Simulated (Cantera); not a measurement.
Input: 1 mol PbO, 0.15 mol CO, 0.83 mol H2, held at 950 °C and 13300 Pa.

Equilibrium computed with Cantera from the NASA thermochemical tables; the gas is ideal and each condensed phase is pure. Candidate condensed phases: C, C6H6, C7H8, C8H18, H2O, Pb, PbO, PbO2, Pb3O4; 113 gas species. Each liquid is taken as pure. Mutual solubility and eutectic melting of coexisting phases are not modelled. Gases not in the tables: (PbO)n polymers. Rates play no part.

Base state: H2O 0.840, CO2 0.152, Pb 0.00681, PbO 0.000814, H2 0.000286, CO 7.55e-5 (mole fractions); condensed: Pb(l) + PbO(l).

### Question
What changes in the equilibrium state with this change: CO from 0.15 to 0.098 mol?

### Answer
```tsv
species	before	after
H2O	0.840	0.887
CO2	0.152	0.105
Pb	0.00681	0.00681
CO	7.55e-5	5.21e-5
H2	0.000286	0.000302
PbO	0.000814	0.000814
Pb(l), mol	0.973	0.921
PbO(l), mol	0.0196	0.0716
```
